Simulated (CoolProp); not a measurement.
C2F6 (R116) at 298.15 K and 6.75 MPa flows at 0.45 m/s in a round tube of 4.6 mm bore and 1.5 µm roughness, fully developed (64/Re and Nu = 3.66 if laminar; Colebrook and Gnielinski if turbulent). Each further row changes one setting.

The numbers come from the reference Helmholtz-energy equation of state, Lemmon 2006 in CoolProp. It is a short technical equation, of lower accuracy than the large ones.

| case | Reynolds number | Darcy friction factor | pressure drop (Pa/m) | heat-transfer coefficient (W/(m² K)) | mass flow (kg/h) |
|---|---|---|---|---|---|
| as stated | (withheld) | (withheld) | 607 | 1130 | (withheld) |
| velocity 0.9 m/s | 46700 | 0.0223 | (withheld) | (withheld) | 57.9 |
| diameter 9.2 mm | 46700 | (withheld) | (withheld) | (withheld) | 116 |

Q: Some entries are withheld; supply them.

A: 
- as stated, Reynolds number: 23400
- as stated, Darcy friction factor: 0.0257
- as stated, mass flow (kg/h): 28.9
- velocity 0.9 m/s, pressure drop (Pa/m): 2110
- velocity 0.9 m/s, heat-transfer coefficient (W/(m² K)): 2060
- diameter 9.2 mm, Darcy friction factor: 0.0218
- diameter 9.2 mm, pressure drop (Pa/m): 257
- diameter 9.2 mm, heat-transfer coefficient (W/(m² K)): 1010

Viscosity comes from a separate model (Huber 2003), an estimate that may be off by 10 % or more. Thermal conductivity comes from a separate model (Huber 2003), an estimate that may be off by 10 % or more.
